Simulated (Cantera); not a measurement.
A closed system holds: 1 mol MgO, 2.3 mol Cl2, 3.8 mol SiCl4, equilibrated at 948.15 K and 150 Torr.

Method: chemical equilibrium by Gibbs-energy minimisation in Cantera with the NASA 1993 tables (ideal gas, pure condensed phases). Candidate condensed phases: Mg, MgCl2, MgO, MgSiO3, Mg2SiO4, Si, SiO2; 20 gas species. Condensed phases not in the tables: alloys, solid solutions and most ternary compounds. The numbers say what is thermodynamically allowed, not how fast it happens.

Base state: SiCl4 0.589, Cl2 0.410, Cl 0.000246, MgCl2 0.000216 (mole fractions); condensed: MgCl2(s) + SiO2(β-quartz).

What changes in the equilibrium state with this change: MgO replaced by Al2O3?


```json
[
 {"species": "SiCl4", "before": "0.589", "after": "0.350"},
 {"species": "Cl2", "before": "0.410", "after": "0.350"},
 {"species": "AlCl3", "before": "0", "after": "0.297"},
 {"species": "MgCl2", "before": "0.000216", "after": "0"},
 {"species": "Al2Cl6", "before": "0", "after": "0.00374"},
 {"species": "Cl", "before": "0.000246", "after": "0.000227"},
 {"species": "MgCl2(s), mol", "before": "0.999", "after": "0"},
 {"species": "SiO2(β-quartz), mol", "before": "0.500", "after": "1.50"}
]
```
Further candidate phases: Al, AlCl3, Al2O3, Al2SiO5, Al6Si2O13.

What changes in the equilibrium state with this change: temperature from 948.15 K to 1900 K?


```csv
species,before,after
SiCl4,0.589,0.400
Cl,0.000246,0.361
MgCl2,0.000216,0.124
Cl2,0.410,0.107
SiCl3,<1e-9,0.00737
SiCl2,<1e-9,0.000183
"MgCl2(s), mol",0.999,0
"SiO2(β-quartz), mol",0.500,0
"SiO2(condensed), mol",0,0.500
```
The tables' values for SiCl3 are old estimates; treat these amounts as uncertain. The tables hold silica as quartz up to 1696 K and as liquid above; real silica turns to tridymite and cristobalite and melts near 1996 K.
